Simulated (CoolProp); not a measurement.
The fluid at 436.34 K and 0.0559 MPa expands adiabatically to 0.0053 MPa with isentropic efficiency 1. The same conditions are run with several fluids, on thermodynamics alone (safety and materials aside).

The numbers come from the reference Helmholtz-energy equation of state of each fluid (n-heptane: Span 2003; R227EA: Lemmon 2016; R21: Platzer 1990; n-hexane: Thol 2019; carbon monoxide: Lemmon 2006) in CoolProp. The equations of Platzer and Polt are older, rougher fits.

### Question
Rank n-heptane, R227EA, R21, n-hexane, carbon monoxide by work (kJ/kg), highest first.

### Answer
carbon monoxide (222), n-hexane (93.8), n-heptane (81.0), R21 (72.2), R227EA (47.3)

```
fluid            final temperature (K)  final density (kg/m³)
---------------  ---------------------  ---------------------
n-heptane                        398.3                  0.161
R227EA                           386.9                  0.280
R21                              327.5                  0.201
n-hexane                         392.9                  0.140
carbon monoxide                  223.1                 0.0801
```
